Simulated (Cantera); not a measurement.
Mixture: CH₄ : CO : O₂ : N₂ = 1 : 0.086 : 0.973 : 3.66 (molar parts), equivalence ratio 2.1, at 3.10 bar, adiabatic and at constant pressure. Ignition delay is the time to a rise of 400 K.

Computed with Cantera and GRI-Mech 3.0 (53 species, 325 reactions).

What does this change do: 0.15 parts H2O added?


```tsv
quantity	before	after
delay at 1200 K	28.4 ms	29.8 ms
delay at 1350 K	4.06 ms	4.35 ms
delay at 1500 K	0.731 ms	0.784 ms
delay at 1650 K	0.166 ms	0.175 ms
delay at 1800 K	49.4 µs	51.2 µs
apparent activation energy between 1725 and 1875 K	190 kJ/mol	200 kJ/mol
```

What does this change do: pressure from 3.10 bar to 8.00 bar?


```tsv
quantity	before	after
delay at 1200 K	28.4 ms	10.9 ms
delay at 1350 K	4.06 ms	1.73 ms
delay at 1500 K	0.731 ms	0.342 ms
delay at 1650 K	0.166 ms	80.6 µs
delay at 1800 K	49.4 µs	23.5 µs
apparent activation energy between 1725 and 1875 K	190 kJ/mol	200 kJ/mol
```
